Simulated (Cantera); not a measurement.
## AlCl3 + NH3 + N2 (aluminium nitride and oxide growth)

Input: 1 mol AlCl3, 11 mol NH3, 22 mol N2, held at 39.0 Pa.

Cantera equilibrium calculation (NASA polynomials, part measured and part estimated; ideal gas, pure solids and liquids). Candidate condensed phases: Al, AlCl3, AlN, NH4Cl; 20 gas species. The tables' values for AlCl2 are old estimates; treat these amounts as uncertain. Kinetics and transport are ignored.

At 1100 °C the condensed part is AlN(s). From 1250 °C to 2000 °C nothing is condensed. The main Al-bearing gas is AlCl throughout.

| T (°C) | x N2 | x H2 | x H | x HCl | x AlCl | x Cl | x AlCl3 | n AlN(s) |
|---|---|---|---|---|---|---|---|---|
| 1100 | 0.602 | 0.344 | 9.89e-5 | 0.0363 | 0.0102 | 8.65e-6 | 0.00512 | 0.210 |
| 1250 | 0.598 | 0.338 | 0.000681 | 0.0407 | 0.0197 | 6.57e-5 | 0.000694 | 0 |
| 1400 | 0.597 | 0.335 | 0.00334 | 0.0423 | 0.0210 | 0.000329 | 7.58e-5 | 0 |
| 1550 | 0.594 | 0.329 | 0.0126 | 0.0417 | 0.0212 | 0.00122 | 1.06e-5 | 0 |
| 1700 | 0.585 | 0.312 | 0.0382 | 0.0392 | 0.0208 | 0.00358 | 1.82e-6 | 0 |
| 1850 | 0.566 | 0.275 | 0.0953 | 0.0338 | 0.0193 | 0.00859 | 3.43e-7 | 0 |
| 2000 | 0.533 | 0.210 | 0.195 | 0.0253 | 0.0158 | 0.0170 | 6.04e-8 | 0 |
x: gas mole fraction; n: condensed amount in mol.
